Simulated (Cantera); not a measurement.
Charge: 1 mol NH₃, 0.014 mol SO₂, 44 mol N₂, 0.036 mol H₂O, equilibrated at 1100 °C and 0.0270 bar.

Cantera equilibrium calculation (NASA polynomials, part measured and part estimated; ideal gas, pure solids and liquids). Candidate condensed phases: H₂O, H₂SO₄, S; 35 gas species. The numbers say what is thermodynamically allowed, not how fast it happens.

Base state: N₂ 0.967, H₂ 0.0317, H₂O 0.00139, H₂S 0.000222, S₂ 3.58e-5 (mole fractions); condensed: gas only.

Task: What changes in the equilibrium state with this change: NH₃ replaced by HF?

Result: 
```tsv
species	before	after
N₂	0.967	0.977
HF	0	0.0222
H₂O	0.00139	0.000797
H₂	0.0317	2.04e-6
H₂S	0.000222	<1e-9
S₂	3.58e-5	<1e-9
SO₂	5.35e-8	0.000311
```
